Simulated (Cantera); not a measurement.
**Adiabatic ignition**

An adiabatic, constant-pressure homogeneous reactor starts with CO : H2 : CH4 : O2 : N2 = 1 : 0.71 : 0.16 : 3.01 : 26.5 (molar parts), at 1550 K and 6.50 bar.

Model: GRI-Mech 3.0 (53 species, 325 reactions), integrated in Cantera.

```json
[
 {"t (s)": "1.00e-6", "T (K)": "1550", "x CO": "0.0319", "x H2": "0.0226", "x CH4": "0.00510", "x HO2": "2.36e-7", "x HCN": "<1e-12"},
 {"t (s)": "3.08e-6", "T (K)": "1550", "x CO": "0.0319", "x H2": "0.0226", "x CH4": "0.00509", "x HO2": "2.89e-6", "x HCN": "<1e-12"},
 {"t (s)": "9.50e-6", "T (K)": "1695", "x CO": "0.0326", "x H2": "0.00479", "x CH4": "0.000156", "x HO2": "7.33e-5", "x HCN": "7.31e-8"},
 {"t (s)": "2.93e-5", "T (K)": "1944", "x CO": "0.00997", "x H2": "0.000715", "x CH4": "<1e-12", "x HO2": "1.94e-5", "x HCN": "2.25e-12"},
 {"t (s)": "9.03e-5", "T (K)": "2041", "x CO": "0.00168", "x H2": "0.000167", "x CH4": "<1e-12", "x HO2": "4.29e-6", "x HCN": "<1e-12"},
 {"t (s)": "0.000278", "T (K)": "2061", "x CO": "0.000269", "x H2": "3.63e-5", "x CH4": "<1e-12", "x HO2": "1.49e-6", "x HCN": "<1e-12"},
 {"t (s)": "0.000858", "T (K)": "2063", "x CO": "0.000135", "x H2": "2.47e-5", "x CH4": "<1e-12", "x HO2": "1.31e-6", "x HCN": "<1e-12"},
 {"t (s)": "0.00265", "T (K)": "2063", "x CO": "0.000134", "x H2": "2.46e-5", "x CH4": "<1e-12", "x HO2": "1.31e-6", "x HCN": "<1e-12"},
 {"t (s)": "0.00816", "T (K)": "2063", "x CO": "0.000134", "x H2": "2.46e-5", "x CH4": "<1e-12", "x HO2": "1.30e-6", "x HCN": "<1e-12"},
 {"t (s)": "0.0251", "T (K)": "2063", "x CO": "0.000134", "x H2": "2.46e-5", "x CH4": "<1e-12", "x HO2": "1.30e-6", "x HCN": "<1e-12"},
 {"t (s)": "0.0775", "T (K)": "2062", "x CO": "0.000133", "x H2": "2.44e-5", "x CH4": "<1e-12", "x HO2": "1.29e-6", "x HCN": "<1e-12"},
 {"t (s)": "0.239", "T (K)": "2059", "x CO": "0.000131", "x H2": "2.41e-5", "x CH4": "<1e-12", "x HO2": "1.27e-6", "x HCN": "<1e-12"},
 {"t (s)": "0.737", "T (K)": "2054", "x CO": "0.000128", "x H2": "2.35e-5", "x CH4": "<1e-12", "x HO2": "1.23e-6", "x HCN": "<1e-12"},
 {"t (s)": "2.27", "T (K)": "2052", "x CO": "0.000126", "x H2": "2.32e-5", "x CH4": "<1e-12", "x HO2": "1.21e-6", "x HCN": "<1e-12"},
 {"t (s)": "7.00", "T (K)": "2052", "x CO": "0.000125", "x H2": "2.32e-5", "x CH4": "<1e-12", "x HO2": "1.21e-6", "x HCN": "<1e-12"}
]
```
x: mole fraction; the columns are a selection and need not sum to one.

```json
{
  "time_of_steepest_temperature_rise": "8.40 µs",
  "temperature at 7.00 s": "2052 K",
  "equilibrium_temperature": "2052 K",
  "x(CO) at 7.00 s": "0.000125 (gas-phase equilibrium 0.000125)",
  "x(H2) at 7.00 s": "2.32e-5 (gas-phase equilibrium 2.32e-5)",
  "x(CH4) at 7.00 s": "<1e-12 (gas-phase equilibrium <1e-12)"
}
```
